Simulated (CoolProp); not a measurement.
Properties of R507A along the isobar 1.55 MPa.

Computed with CoolProp (reference Helmholtz-energy equation of state, Lemmon 2003). It is a pseudo-pure fit of the blend.

```csv
T (°C),phase,density (kg/m³),Joule-Thomson coefficient (K/MPa),viscosity (µPa s),fugacity coefficient
-48.45,liquid,1326,-0.2941,370,0.06102
-22.75,liquid,1244,-0.2002,257,0.1755
2.95,liquid,1151,-0.02665,178,0.3905
54.35,gas,71.13,14.70,14.4,0.8248
80.05,gas,61.47,10.90,15.2,0.8658
105.75,gas,54.89,8.527,16.1,0.8952
131.45,gas,49.93,6.891,16.9,0.9172
157.15,gas,45.99,5.700,17.8,0.9340
```

Viscosity comes from a separate model (Geller 2000).
